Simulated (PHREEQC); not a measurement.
Solution (25 °C): 0.015 mol H3BO3, 0.0154 mol K2HPO4 and 0.3 mol NaCl per kg of water. Closed to the air; pH follows from the charge balance.

All values are PHREEQC results (ion-association model, phreeqc.dat), not measurements.

No solid was allowed to form.

Question: Estimate the pH, activity of water, specific conductance.

Answer: pH 7.88; activity of water 0.989; specific conductance 30600 µS/cm.

Question: In which forms is P present?

Answer: HPO4-2 81 %, NaHPO4- 12 %, H2PO4- 5.9 %, KHPO4- 1.1 % of the P.
